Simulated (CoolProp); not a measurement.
A closed Brayton cycle with dry air: compressor inlet 313.15 K and 2.4 MPa, high pressure 4.56 MPa, turbine inlet 750 K, compressor efficiency 0.89, turbine efficiency 0.85, recuperator effectiveness 0.95 (on enthalpy, no pinch check). Each further row changes one setting.

Computed with CoolProp (reference Helmholtz-energy equation of state, Lemmon 2000). It is a pseudo-pure fit of the blend.

```csv
case,thermal efficiency (%),net work (kJ/kg),compressor to turbine work,compressor exit (K),turbine exit (K)
as stated,30.2,37.9,0.65,384.5,649.3
turbine inlet 700 K,26.4,30.6,0.70,384.5,605.1
compressor inlet 323.15 K,28.5,35.5,0.67,396.6,649.3
high pressure 3.88 MPa,30.9,31.4,0.62,365.3,673.3
recuperator effectiveness 0.5,15.2,37.9,0.65,384.5,649.3
```
